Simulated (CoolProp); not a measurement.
Vapour-liquid equilibrium of C2F6 (R116) (1) + R134a (2) at 1.78 bar; x and y are mole fractions of (1).

The numbers come from the multi-fluid Helmholtz-energy mixture model, Lemmon 2006 and Tillner-Roth 1994; pair parameters Bell 2016 in CoolProp.

### Question
Give the bubble temperature and the first vapour's composition at x = 0.05, 0.2, 0.35. Is there an azeotrope?

### Answer
x = 0.05: -34.2 °C, y = 0.616; x = 0.2: -58.1 °C, y = 0.907; x = 0.35: -62.6 °C, y = 0.934. No azeotrope shows between x = 0.05 and 0.95.

The pair parameters rest on a limited set of measurements; away from them the model extrapolates. With so large a gap from Raoult's law the liquid may split in two, which this calculation doesn't test in full.
